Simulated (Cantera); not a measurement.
Input: 1 mol TiCl₄, 0.8 mol O₂, at 1000 Pa.

These are equilibrium values from Cantera (NASA tables, ideal gas, pure condensed phases), not measurements of a reactor. Candidate condensed phases: Ti, TiCl₂, TiCl₃, TiCl₄, TiO, TiO₂, Ti₂O₃, Ti₃O₅, Ti₄O₇; 15 gas species. Kinetics and transport are ignored. All values below are at 1225 K.

Base state: Cl₂ 0.836, TiCl₄ 0.108, Cl 0.0558, O₂ 0.000175 (mole fractions); condensed: TiO₂(rutile).

Question: What changes in the equilibrium state with this change: pressure from 1000 Pa to 40.0 Pa?

Answer: 
| species | before | after |
|---|---|---|
| Cl₂ | 0.836 | 0.655 |
| Cl | 0.0558 | 0.247 |
| TiCl₄ | 0.108 | 0.0975 |
| O₂ | 0.000175 | 0.000119 |
| TiO₂(rutile), mol | 0.800 | 0.800 |

Question: What changes in the equilibrium state with this change: 0.0056 mol H₂ added?

Answer: 
```
species              before     after
-----------------  --------  --------
Cl₂                   0.836     0.830
TiCl₄                 0.108     0.108
Cl                   0.0558    0.0556
HCl                       0   0.00603
O₂                 0.000175  0.000173
TiO₂(rutile), mol     0.800     0.800
```
Further candidate phases: H₂O.
